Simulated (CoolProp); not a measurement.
Vapour-liquid equilibrium of ethylene (1) + propylene (2) at 236.9 K; x and y are mole fractions of (1).

Values from CoolProp's multi-fluid Helmholtz-energy mixture model, Smukala 2000 and Lemmon 2013; pair parameters Bell 2016.

| x | bubble pressure (bar) | y at the bubble point | dew pressure at overall composition x (bar) | liquid density (mol/L) |
|---|---|---|---|---|
| 0.05 | ? | ? | 1.734 | 14.29 |
| 0.15 | 3.722 | 0.598 | 1.923 | 14.54 |
| 0.25 | 5.120 | 0.731 | 2.157 | 14.80 |
| 0.35 | 6.519 | ? | 2.455 | 15.04 |
| 0.45 | 7.918 | 0.859 | 2.847 | ? |
| 0.55 | 9.320 | 0.896 | ? | 15.51 |
| 0.65 | 10.74 | 0.925 | ? | 15.72 |
| 0.75 | 12.19 | 0.949 | 5.415 | 15.90 |
| 0.85 | 13.71 | 0.970 | 7.643 | ? |
| 0.95 | 15.34 | ? | 12.28 | 16.13 |

### Question
Some entries are withheld; supply them.

### Answer

- 0.05, bubble pressure (bar): 2.336
- 0.05, y at the bubble point: 0.313
- 0.35, y at the bubble point: 0.808
- 0.45, liquid density (mol/L): 15.28
- 0.55, dew pressure at overall composition x (bar): 3.386
- 0.65, dew pressure at overall composition x (bar): 4.171
- 0.85, liquid density (mol/L): 16.04
- 0.95, y at the bubble point: 0.990

No azeotrope shows between x = 0.05 and 0.95.

The pair parameters rest on a limited set of measurements; away from them the model extrapolates.
